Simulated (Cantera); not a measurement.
Cantera run:

```python
import numpy as np
import cantera as ct

gas_names = """
    H HNO HNO2 HNO3 HO2 H2 H2O H2O2 N NH NH2 NH3 NH2OH NO NO2 NO3 N2 N2H2 N2H4 N2O O OH O2 O3 Si SiH
    SiH2 SiH3 SiH4 SiN SiO SiO2 Si2 Si2N Si3
""".split()
cond_names = """
    H2O(s) H2O(L) Si(cr) Si(L) SiO2(Lqz) SiO2(hqz) SiO2(L) Si2N2O(s) Si3N4(a)
""".split()


# ... load() reads the species with a 1 bar reference pressure and builds the phases ...
atoms = {
    'SiH4': {'Si': 1, 'H': 4},
    'N2O': {'N': 2, 'O': 1},
}
top_T = {'Si2N2O(s)': 2100, 'Si3N4(a)': 2400}  # K; cautious upper limits of use, not melting points


# ... equilibrate(T, P, feed) seeds the gas with the atoms and calls Mixture.equilibrate('TP', solver="vcs", rtol=1e-11, max_steps=5000) ...
results = []
feed = {'SiH4': 1, 'N2O': 44}  # mol
P = 1000  # Pa
for T in [723, 748, 773, 798, 823, 848, 873, 898, 923]:
    mix = equilibrate(T, P, feed)
    results.append((T, P, feed, dict(zip(mix.species_names, mix.species_moles))))
    x = sorted(zip(gas.X, gas.species_names), reverse=True)
    print(f"T = {T:g} K  P = {P:g} Pa  gas = {mix.phase_moles(0):.4g} mol")
    print("   x: " + "  ".join(f"{s} {v:.3e}" for v, s in x if v > 0.0001))
    print("   condensed (mol): " + ("  ".join(f"{mix.phase(i).name} {mix.phase_moles(i):.4g}"
          for i in range(1, mix.n_phases) if mix.phase_moles(i) > 1e-12) or "none"))
```

Result:

```
T = 723 K  P = 1000 Pa  gas = 66 mol
   x: N2 6.667e-01  O2 3.030e-01  H2O 3.030e-02
   condensed (mol): SiO2(Lqz) 1
T = 748 K  P = 1000 Pa  gas = 66 mol
   x: N2 6.667e-01  O2 3.030e-01  H2O 3.030e-02
   condensed (mol): SiO2(Lqz) 1
T = 773 K  P = 1000 Pa  gas = 66 mol
   x: N2 6.667e-01  O2 3.030e-01  H2O 3.030e-02
   condensed (mol): SiO2(Lqz) 1
T = 798 K  P = 1000 Pa  gas = 66 mol
   x: N2 6.667e-01  O2 3.030e-01  H2O 3.030e-02
   condensed (mol): SiO2(Lqz) 1
T = 823 K  P = 1000 Pa  gas = 66 mol
   x: N2 6.667e-01  O2 3.030e-01  H2O 3.030e-02
   condensed (mol): SiO2(Lqz) 1
T = 848 K  P = 1000 Pa  gas = 66 mol
   x: N2 6.667e-01  O2 3.030e-01  H2O 3.030e-02
   condensed (mol): SiO2(hqz) 1
T = 873 K  P = 1000 Pa  gas = 66 mol
   x: N2 6.667e-01  O2 3.030e-01  H2O 3.030e-02
   condensed (mol): SiO2(hqz) 1
T = 898 K  P = 1000 Pa  gas = 66 mol
   x: N2 6.667e-01  O2 3.030e-01  H2O 3.030e-02
   condensed (mol): SiO2(hqz) 1
T = 923 K  P = 1000 Pa  gas = 66 mol
   x: N2 6.667e-01  O2 3.030e-01  H2O 3.030e-02
   condensed (mol): SiO2(hqz) 1
```

These are equilibrium values from Cantera (NASA tables, ideal gas, pure condensed phases), not measurements of a reactor.
